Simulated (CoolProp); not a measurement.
Vapour-liquid equilibrium of R134a (1) + R1234ze(E) (2) at 12.65 °C; x and y are mole fractions of (1).

Values from CoolProp's multi-fluid Helmholtz-energy mixture model, Tillner-Roth 1994 and Thol 2016; pair parameters Bell 2022.

```json
[
 {"x": "0.05", "bubble pressure, mixture model (MPa)": "0.3469", "bubble pressure, Raoult's law (MPa)": "0.3428", "y, mixture model": "0.073", "y, Raoult's law": "0.066"},
 {"x": "0.2", "bubble pressure, mixture model (MPa)": "0.3723", "bubble pressure, Raoult's law (MPa)": "0.3602", "y, mixture model": "0.262", "y, Raoult's law": "0.251"},
 {"x": "0.35", "bubble pressure, mixture model (MPa)": "[?]", "bubble pressure, Raoult's law (MPa)": "0.3775", "y, mixture model": "0.420", "y, Raoult's law": "0.420"},
 {"x": "0.5", "bubble pressure, mixture model (MPa)": "0.4105", "bubble pressure, Raoult's law (MPa)": "0.3948", "y, mixture model": "[?]", "y, Raoult's law": "0.573"},
 {"x": "0.65", "bubble pressure, mixture model (MPa)": "0.4253", "bubble pressure, Raoult's law (MPa)": "0.4121", "y, mixture model": "[?]", "y, Raoult's law": "0.714"},
 {"x": "0.8", "bubble pressure, mixture model (MPa)": "0.4380", "bubble pressure, Raoult's law (MPa)": "0.4295", "y, mixture model": "0.826", "y, Raoult's law": "0.843"},
 {"x": "0.95", "bubble pressure, mixture model (MPa)": "0.4492", "bubble pressure, Raoult's law (MPa)": "0.4468", "y, mixture model": "0.956", "y, Raoult's law": "0.962"}
]
```

Some entries are withheld; supply them.


- 0.35, bubble pressure, mixture model (MPa): 0.3931
- 0.5, y, mixture model: 0.562
- 0.65, y, mixture model: 0.695

The largest gap from Raoult's law is +4.1 % in bubble pressure, at x = 0.35. No azeotrope shows between x = 0.05 and 0.95.

The pair parameters rest on a limited set of measurements; away from them the model extrapolates.
